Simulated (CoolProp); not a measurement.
Aqueous ethanol as a coolant, 12 % by mass, freezing at -5.5 °C, 1 atm.

The numbers come from the Melinder's fits for secondary coolants in CoolProp.

```
T (°C)  Prandtl number  cp (kJ/(kg K))  density (kg/m³)  viscosity (mPa s)
------  --------------  --------------  ---------------  -----------------
-4.4              42.5           4.432            983.1               4.66
1.6               30.5           4.406            982.9               3.41
7.5               22.9           4.377            982.1               2.62
13.5              17.7           4.348            980.9               2.07
19.5              14.1               ?                ?                  ?
25.4              11.6               ?            977.5               1.40
31.4              9.62           4.288            975.2               1.19
```

What belongs in the gaps?


- 19.5, cp (kJ/(kg K)): 4.322
- 19.5, density (kg/m³): 979.4
- 19.5, viscosity (mPa s): 1.68
- 25.4, cp (kJ/(kg K)): 4.301
